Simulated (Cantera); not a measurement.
A Cantera script and what it prints.

```python
import numpy as np
import cantera as ct

gas_names = """
    H H2 Ti
""".split()
cond_names = """
    Ti(a) Ti(b) Ti(L)
""".split()


# ... load() reads the species with a 1 bar reference pressure and builds the phases ...
atoms = {
    'Ti': {'Ti': 1},
    'H2': {'H': 2},
}
top_T = {}  # K; cautious upper limits of use, not melting points


# ... equilibrate(T, P, feed) seeds the gas with the atoms and calls Mixture.equilibrate('TP', solver="vcs", rtol=1e-11, max_steps=5000) ...
results = []
feed = {'Ti': 1, 'H2': 280}  # mol
P = 10000  # Pa
for T in [1025, 1100, 1175, 1250, 1325, 1400, 1475, 1550, 1625, 1700, 1775, 1850, 1925, 2000]:
    mix = equilibrate(T, P, feed)
    results.append((T, P, feed, dict(zip(mix.species_names, mix.species_moles))))

top = {s: max(r[3][s] / sum(r[3][g] for g in gas_names) for r in results) for s in gas_names}
cols = sorted((s for s in top if top[s] > 1e-05), key=lambda s: -top[s])[:5]
seen = [c for c in cond_names if any(r[3].get(c, 0) > 1e-12 for r in results)]
print("log10 of partial pressures in bar; condensed amounts in mol")
print(f"{'T/K':>10s}" + "".join(f"{s[:9]:>10s}" for s in cols + seen))
for T, P, feed, n in results:
    ng = sum(n[g] for g in gas_names)
    print(f"{T:10.4g}" + "".join(f"{np.log10(max(n[s] / ng * P / 1e5, 1e-99)):10.3f}" for s in cols)
          + "".join(f"{n.get(c, 0):10.4g}" for c in seen))
```

It prints:

```
log10 of partial pressures in bar; condensed amounts in mol
       T/K        H2         H        Ti     Ti(a)     Ti(b)     Ti(L)
      1025    -1.000    -8.861   -16.448         1         0         0
      1100    -1.000    -8.087   -14.822         1         0         0
      1175    -1.000    -7.412   -13.410         0         1         0
      1250    -1.000    -6.816   -12.177         0         1         0
      1325    -1.000    -6.286   -11.086         0         1         0
      1400    -1.000    -5.813   -10.112         0         1         0
      1475    -1.000    -5.387    -9.239         0         1         0
      1550    -1.000    -5.002    -8.452         0         1         0
      1625    -1.000    -4.652    -7.739         0    0.9999         0
      1700    -1.000    -4.332    -7.090         0    0.9998         0
      1775    -1.000    -4.039    -6.497         0    0.9991         0
      1850    -1.001    -3.769    -5.953         0    0.9969         0
      1925    -1.001    -3.520    -5.453         0    0.9901         0
      2000    -1.002    -3.290    -5.003         0         0    0.9721
```

Method: chemical equilibrium by Gibbs-energy minimisation in Cantera with the NASA 1993 tables (ideal gas, pure condensed phases).
